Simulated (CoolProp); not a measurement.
C2F6 (R116) along the isobar 3440 kPa: density (kg/m³) from the reference equation and from simpler models built on Tc = 293.0 K, pc = 3048 kPa, ω = 0.257; each cubic takes its own stable root.

Values from CoolProp's reference Helmholtz-energy equation of state, Lemmon 2006. It is a short technical equation, of lower accuracy than the large ones.

```tsv
T (K)	phase	reference	Redlich-Kwong	Soave-Redlich-Kwong	Peng-Robinson
273.1	liquid	1188	1031	1069	1203
287.8	liquid	1026	859.3	876.2	976.2
302.4	supercritical	409.8	427.2	395.1	419.5
317	supercritical	286.6	297.1	282.4	296.3
331.7	supercritical	241.7	251.0	239.1	249.3
346.3	supercritical	214.6	223.0	212.5	220.7
361	supercritical	195.2	202.8	193.4	200.1
375.6	supercritical	180.4	187.3	178.7	184.5
```
